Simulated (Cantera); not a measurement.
Abatement and gas-phase synthesis: H2S + O2 + N2

Feed: 1 mol H2S, 0.22 mol O2, 1.9 mol N2, equilibrated at 100 Torr.

Equilibrium computed with Cantera from the NASA thermochemical tables; the gas is ideal and each condensed phase is pure. Candidate condensed phases: H2O, H2SO4, S; 60 gas species. Ions and electrons are included (thermal ionisation). Kinetics and transport are ignored.

| T (°C) | x N2 | x H | x H2 | x S | x S2 | x H2O | x O | x SO | x N | x SH | x H2S | x SO2 |
|---|---|---|---|---|---|---|---|---|---|---|---|---|
| 1727 | 0.555 | 0.00187 | 0.176 | 0.00304 | 0.122 | 0.0972 | 8.01e-7 | 0.00976 | 1.84e-9 | 0.0105 | 0.0132 | 0.0105 |
| 2227 | 0.526 | 0.0302 | 0.192 | 0.0343 | 0.0816 | 0.0540 | 0.000182 | 0.0408 | 5.81e-7 | 0.0217 | 0.00399 | 0.0122 |
| 2727 | 0.460 | 0.156 | 0.131 | 0.109 | 0.0250 | 0.0201 | 0.00585 | 0.0577 | 2.59e-5 | 0.0178 | 0.000728 | 0.00636 |
| 3227 | 0.387 | 0.315 | 0.0379 | 0.160 | 0.00435 | 0.00230 | 0.0427 | 0.0287 | 0.000378 | 0.00604 | 5.25e-5 | 0.000940 |
| 3727 | 0.359 | 0.363 | 0.00692 | 0.182 | 0.000844 | 7.98e-5 | 0.0721 | 0.00548 | 0.00291 | 0.00154 | 2.87e-6 | 2.73e-5 |
| 4227 | 0.347 | 0.370 | 0.00152 | 0.185 | 0.000200 | 3.48e-6 | 0.0786 | 0.00101 | 0.0145 | 0.000445 | 2.26e-7 | 8.38e-7 |
| 4727 | 0.321 | 0.364 | 0.000428 | 0.182 | 5.94e-5 | 2.51e-7 | 0.0788 | 0.000235 | 0.0514 | 0.000154 | 2.71e-8 | 4.36e-8 |
x: gas mole fraction; nothing condenses.

From 1727 °C to 4727 °C nothing is condensed.
